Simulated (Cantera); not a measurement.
A Cantera script and what it prints.

```python
import numpy as np
import cantera as ct

gas_names = [...]  # 139 gases of nasa_gas.yaml made of C, Cu, H, N, O
cond_names = """
    C(gr) C6H6(L) C7H8(L) C8H18(L),n-octa Cu(cr) Cu(L) CuO(s) CuO2H2(s) Cu2O(s) Cu2O(L) H2O(s) H2O(L)
""".split()


# ... load() reads the species with a 1 bar reference pressure and builds the phases ...
atoms = {
    'Cu2O': {'Cu': 2, 'O': 1},
    'CH4': {'C': 1, 'H': 4},
    'N2': {'N': 2},
}
top_T = {'C(gr)': 4500, 'CuO(s)': 1390}  # K; cautious upper limits of use, not melting points


# ... equilibrate(T, P, feed) seeds the gas with the atoms and calls Mixture.equilibrate('TP', solver="vcs", rtol=1e-11, max_steps=5000) ...
results = []
feed = {'Cu2O': 1, 'CH4': 0.37, 'N2': 5.3}  # mol
T = 1950  # K
P = 100000  # Pa
mix = equilibrate(T, P, feed)
results.append((T, P, feed, dict(zip(mix.species_names, mix.species_moles))))
x = sorted(zip(gas.X, gas.species_names), reverse=True)
print(f"T = {T:g} K  P = {P:g} Pa  gas = {mix.phase_moles(0):.4g} mol")
print("   x: " + "  ".join(f"{s} {v:.3e}" for v, s in x if v > 0.0001))
print("   condensed (mol): " + ("  ".join(f"{mix.phase(i).name} {mix.phase_moles(i):.4g}"
      for i in range(1, mix.n_phases) if mix.phase_moles(i) > 1e-12) or "none"))
```

It prints:

```
T = 1950 K  P = 100000 Pa  gas = 6.428 mol
   x: N2 8.245e-01  H2O 7.886e-02  CO 3.847e-02  H2 3.612e-02  CO2 1.909e-02  Cu 2.672e-03  H 2.179e-04
   condensed (mol): Cu(L) 1.983
```

These are equilibrium values from Cantera (NASA tables, ideal gas, pure condensed phases), not measurements of a reactor.
